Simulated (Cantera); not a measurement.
CsOH + H2O + O2 (calcination and drying)

Charge: 1 mol CsOH, 0.43 mol H2O, a varied amount of O2, equilibrated at 1775 K and 133 Pa.

Cantera equilibrium calculation (NASA polynomials, part measured and part estimated; ideal gas, pure solids and liquids). Candidate condensed phases: Cs, CsOH, H2O; 15 gas species. Equilibrium is a limit: real reactors are often held back by kinetics, nucleation or transport.

| n(O2) (mol) | log p O2 | log p CsOH | log p H2O | log p Cs | log p OH | log p O | log p CsO | log p H2 |
|---|---|---|---|---|---|---|---|---|
| 1.5 | -3.18 | -3.48 | -3.64 | -4.00 | -5.17 | -5.61 | -6.33 | -6.42 |
| 4.1 | -3.02 | -3.77 | -3.89 | -4.20 | -5.26 | -5.53 | -6.45 | -6.75 |
| 6.8 | -2.97 | -3.96 | -4.05 | -4.32 | -5.33 | -5.50 | -6.55 | -6.94 |
| 9.4 | -2.94 | -4.09 | -4.16 | -4.41 | -5.37 | -5.49 | -6.62 | -7.06 |
| 12 | -2.93 | -4.20 | -4.25 | -4.47 | -5.41 | -5.48 | -6.68 | -7.15 |
| 15 | -2.92 | -4.30 | -4.33 | -4.53 | -5.45 | -5.48 | -6.74 | -7.24 |
| 17 | -2.92 | -4.36 | -4.37 | -4.57 | -5.47 | -5.48 | -6.77 | -7.29 |
log p: log10 of the partial pressure in bar; nothing condenses.

From 1.5 mol O2 to 17 mol O2 nothing is condensed. The main Cs-bearing gas is CsOH throughout.
